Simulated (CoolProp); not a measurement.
Vapour-liquid equilibrium of CHF3 (R23) (1) + R134a (2) at 228 K; x and y are mole fractions of (1).

Computed with CoolProp (multi-fluid Helmholtz-energy mixture model, Penoncello 2003 and Tillner-Roth 1994; pair parameters Bell 2016).

| x | bubble pressure, mixture model (bar) | bubble pressure, Raoult's law (bar) | y, mixture model | y, Raoult's law |
|---|---|---|---|---|
| 0.05 | 0.6316 | 0.6590 | 0.408 | 0.441 |
| 0.2 | ? | 1.472 | 0.761 | 0.789 |
| 0.35 | 2.122 | 2.286 | ? | 0.890 |
| 0.5 | 2.911 | 3.099 | 0.924 | 0.937 |
| 0.65 | 3.738 | 3.912 | 0.957 | 0.965 |
| 0.8 | 4.602 | 4.725 | ? | 0.984 |
| 0.95 | 5.502 | 5.539 | ? | 0.996 |

Question: Fill in the missing entries.

Answer: 
- 0.2, bubble pressure, mixture model (bar): 1.366
- 0.35, y, mixture model: 0.870
- 0.8, y, mixture model: 0.979
- 0.95, y, mixture model: 0.995

The largest gap from Raoult's law is -7.2 % in bubble pressure, at x = 0.2. No azeotrope shows between x = 0.05 and 0.95.

The pair parameters rest on a limited set of measurements; away from them the model extrapolates.
